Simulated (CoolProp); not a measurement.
Vapour-liquid equilibrium of propane (1) + R114 (2) at 0.933 MPa; x and y are mole fractions of (1).

Computed with CoolProp (multi-fluid Helmholtz-energy mixture model, Lemmon 2009 and Platzer 1990; pair parameters Bell 2016). This equation is an older, rougher fit; its heat capacities, sound speeds and derivatives of the liquid may be far off and weren't checked against measurements.

Give the bubble temperature and the first vapour's composition at x = 0.125, 0.275, 0.65. Is there an azeotrope?

x = 0.125: 339.7 K, y = 0.312; x = 0.275: 327.5 K, y = 0.550; x = 0.65: 308.6 K, y = 0.842. No azeotrope shows between x = 0.05 and 0.95.

The pair parameters rest on a limited set of measurements; away from them the model extrapolates.
